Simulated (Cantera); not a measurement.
Equilibrium for titanium nitride, carbide and oxide coatings: Ti(OiPr)4 + O2

Feed: 1 mol Ti(OiPr)4, 4 mol O2, at 1475 K.

Cantera equilibrium calculation (NASA polynomials, part measured and part estimated; ideal gas, pure solids and liquids). Candidate condensed phases: C, C6H6, C7H8, C8H18, H2O, Ti, TiC, TiO, TiO2, Ti2O3, Ti3O5, Ti4O7; 113 gas species. The feed counts by its element totals alone. Mutual solubility and eutectic melting of coexisting phases are not modelled. TiC: taken at fixed stoichiometry. Equilibrium is a limit: real reactors are often held back by kinetics, nucleation or transport.

From 0.000100 bar to 0.0720 bar the condensed part is TiC(s) + Ti2O3(s). At 0.270 bar the condensed part is TiC(s) + Ti3O5(s). At 1.00 bar the condensed part is C(graphite) + Ti3O5(s).

```csv
P (Pa),x H2,x CO,x H,x CH4,x H2O,x CO2,x C2H2 (acetylene),x C2H4,n TiC(s),n Ti2O3(s),n Ti3O5(s),n C(graphite)
10,0.550,0.449,0.000962,5.96e-10,7.53e-6,2.47e-6,1.68e-10,<1e-12,0.600,0.200,0,0
37,0.551,0.449,0.000500,4.84e-9,1.27e-5,4.17e-6,8.09e-10,<1e-12,0.600,0.200,0,0
140,0.551,0.449,0.000257,4.07e-8,2.17e-5,7.10e-6,4.00e-9,1.13e-12,0.600,0.200,0,0
520,0.551,0.449,0.000134,3.33e-7,3.66e-5,1.20e-5,1.93e-8,2.03e-11,0.600,0.200,0,0
1900,0.551,0.449,6.98e-5,2.65e-6,6.15e-5,2.02e-5,9.14e-8,3.52e-10,0.601,0.200,0,0
7200,0.551,0.449,3.59e-5,2.23e-5,0.000105,3.44e-5,4.52e-7,6.59e-9,0.601,0.199,0,0
27000,0.551,0.448,1.85e-5,0.000186,0.000177,5.78e-5,2.24e-6,1.22e-7,0.625,0,0.125,0
100000,0.574,0.425,9.82e-6,0.000957,0.000503,0.000150,3.83e-6,8.07e-7,0,0,0.333,1.66
```
x: gas mole fraction; n: condensed amount in mol.
